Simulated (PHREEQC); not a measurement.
# City or well water

A made-up water analysis in mg/L, 25 °C, pH 6.85, pe 8: Na 5.5; K 1.4; Ca 48.9; Mg 0.952; Cl 24.5; S(6) as SO4 82; Alkalinity as HCO3 26.3; O(0) (dissolved oxygen) 0.0858; Cd 2.4.

Valence states are taken as typed.

Computed with PHREEQC (ion-association model, phreeqc.dat).

No solid was allowed to form.

### Question
What ionic strength, specific conductance, charge-balance error does the model give?

### Answer
ionic strength 0.00459 mol/kgw; specific conductance 319 µS/cm; charge-balance error 0.1 %.

### Question
In which forms is Ca present?

### Answer
Ca+2 93 %, CaSO4 7.1 % of the Ca.

Saturation is exceeded, for instance for Otavite; the values hold only as long as no solid forms. Species that the database lacks are ignored.
